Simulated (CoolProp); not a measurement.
The numbers come from the reference Helmholtz-energy equation of state, Lemmon 2006 in CoolProp. It is a short technical equation, of lower accuracy than the large ones.

Question: For R141b, give the phase and the density (kg/m³), cp (kJ/(kg K)), Joule-Thomson coefficient (K/MPa), isothermal compressibility (1/MPa) at 410.1 K and 5.09 MPa; 445.7 K and 5.09 MPa.

Answer: 
- 410.1 K and 5.09 MPa: liquid; density 1000, cp 1.36, Joule-Thomson coefficient 0.0921, isothermal compressibility 0.00681
- 445.7 K and 5.09 MPa: liquid; density 887, cp 1.54, Joule-Thomson coefficient 0.680, isothermal compressibility 0.0159
